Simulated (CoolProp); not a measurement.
Values from CoolProp's reference Helmholtz-energy equation of state, Gao 2016.

Task: Give the vapour pressure (bar), enthalpy of vaporisation (kJ/kg), surface tension (mN/m) of saturated sulfur dioxide at 8.15 °C.

Result: 
```csv
T (°C),p (bar),enthalpy of vaporisation (kJ/kg),surface tension (mN/m)
8.15,2.15,373,24.9
```

Surface tension comes from a separate correlation (Mulero 2012).
